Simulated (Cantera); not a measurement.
Input: 1 mol CH3OH, 0.2 mol CO2, held at 550 K.

Method: chemical equilibrium by Gibbs-energy minimisation in Cantera with the NASA 1993 tables (ideal gas, pure condensed phases). Candidate condensed phases: C, C6H6, C7H8, C8H18, H2O; 110 gas species. The ideal-gas law is rough above about 30 bar. Rates play no part.

log p: log10 of the partial pressure in bar; n: condensed amount in mol.

```tsv
P (Pa)	log p H2	log p H2O	log p CH4	log p CO2	log p CO	n C(graphite)	n H2O(l)
10	-4.22	-4.77	-5.80	-4.72	-5.92	0.657	0
160	…	…	…	…	…	0.681	0
2500	-2.45	-1.89	-2.26	-2.50	-4.82	0.571	0
40000	-1.79	-0.65	-0.96	-1.32	-4.23	0.515	0
630000	…	…	…	…	…	0.499	0
10000000	-0.48	1.69	1.66	0.73	-3.20	0.822	0.961
```

**Question.** Complete the blanks.

**Answer.** 
- 630000, log p H2: -1.18
- 630000, log p H2O: 0.56
- 630000, log p CH4: 0.26
- 630000, log p CO2: -0.12
- 630000, log p CO: -3.63
- 160, log p H2: -3.21
- 160, log p H2O: -3.23
- 160, log p CH4: -3.80
- 160, log p CO2: -3.63
- 160, log p CO: -5.38
